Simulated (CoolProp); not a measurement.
Saturation properties of dimethyl carbonate (Tc = 557.0 K, pc = 49.09 bar, ω = 0.346).

Values from CoolProp's reference Helmholtz-energy equation of state, Zhou 2011.

```csv
T (K),p (bar),liquid density (kg/m³),vapour density (kg/m³)
408.9,3.592,905.8,10.27
424.1,5.109,881.4,14.40
439.2,7.057,856.0,19.75
454.3,9.524,829.3,26.64
469.5,12.62,800.6,35.57
484.6,16.40,769.7,47.06
499.8,21.03,735.0,62.29
514.9,26.58,695.1,82.94
```

It boils at 363.3 K under 1 atm.
